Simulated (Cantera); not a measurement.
Feed: 1 mol CO, a varied amount of H2, held at 698.15 K and 0.133 bar.

Cantera equilibrium calculation (NASA polynomials, part measured and part estimated; ideal gas, pure solids and liquids). Candidate condensed phases: C, C6H6, C7H8, C8H18, H2O; 110 gas species. Rates play no part.

x: gas mole fraction; n: condensed amount in mol.

```csv
n(H2) (mol),x H2,x H2O,x CH4,x CO2,x CO,n C(graphite)
1.9,0.384,0.320,0.173,0.110,0.0137,0.463
4.5,0.511,0.219,0.241,0.0226,0.00552,0
7.2,0.685,0.155,0.157,0.00228,0.00105,0
9.9,0.777,0.111,0.111,0.000502,0.000367,0
13,0.834,0.0828,0.0830,0.000157,0.000165,0
15,0.857,[?],[?],[?],[?],0
18,0.883,[?],[?],[?],[?],0
21,0.900,0.0499,0.0499,2.53e-5,4.77e-5,0
23,0.909,0.0454,0.0454,1.83e-5,3.83e-5,0
26,0.920,0.0399,0.0400,1.19e-5,2.86e-5,0
```

Q: Complete the blanks.

A: 
- 18, x H2O: 0.0587
- 18, x CH4: 0.0587
- 18, x CO2: 4.45e-5
- 18, x CO: 7.00e-5
- 15, x H2O: 0.0711
- 15, x CH4: 0.0712
- 15, x CO2: 8.91e-5
- 15, x CO: 0.000112
